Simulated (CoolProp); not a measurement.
Properties of fluoroethane (R161) along the isobar 6.47 bar.

The numbers come from the reference Helmholtz-energy equation of state, Wu 2012 in CoolProp.

```json
[
 {"T (K)": "306.1", "phase": "gas", "Joule-Thomson coefficient (K/MPa)": "?", "isothermal compressibility (1/MPa)": "1.732"},
 {"T (K)": "311.6", "phase": "gas", "Joule-Thomson coefficient (K/MPa)": "20.22", "isothermal compressibility (1/MPa)": "1.717"},
 {"T (K)": "317", "phase": "gas", "Joule-Thomson coefficient (K/MPa)": "?", "isothermal compressibility (1/MPa)": "1.704"},
 {"T (K)": "322.4", "phase": "gas", "Joule-Thomson coefficient (K/MPa)": "?", "isothermal compressibility (1/MPa)": "?"},
 {"T (K)": "327.9", "phase": "gas", "Joule-Thomson coefficient (K/MPa)": "16.86", "isothermal compressibility (1/MPa)": "?"},
 {"T (K)": "333.3", "phase": "gas", "Joule-Thomson coefficient (K/MPa)": "?", "isothermal compressibility (1/MPa)": "1.673"},
 {"T (K)": "338.8", "phase": "gas", "Joule-Thomson coefficient (K/MPa)": "15.03", "isothermal compressibility (1/MPa)": "1.664"},
 {"T (K)": "344.2", "phase": "gas", "Joule-Thomson coefficient (K/MPa)": "14.22", "isothermal compressibility (1/MPa)": "?"},
 {"T (K)": "349.6", "phase": "gas", "Joule-Thomson coefficient (K/MPa)": "13.47", "isothermal compressibility (1/MPa)": "1.650"},
 {"T (K)": "355.1", "phase": "gas", "Joule-Thomson coefficient (K/MPa)": "?", "isothermal compressibility (1/MPa)": "1.643"},
 {"T (K)": "360.5", "phase": "gas", "Joule-Thomson coefficient (K/MPa)": "12.13", "isothermal compressibility (1/MPa)": "1.638"}
]
```

Task: Complete the blanks.

Result: 
- 306.1, Joule-Thomson coefficient (K/MPa): 21.56
- 317, Joule-Thomson coefficient (K/MPa): 19.02
- 322.4, Joule-Thomson coefficient (K/MPa): 17.91
- 322.4, isothermal compressibility (1/MPa): 1.692
- 327.9, isothermal compressibility (1/MPa): 1.682
- 333.3, Joule-Thomson coefficient (K/MPa): 15.92
- 344.2, isothermal compressibility (1/MPa): 1.656
- 355.1, Joule-Thomson coefficient (K/MPa): 12.77
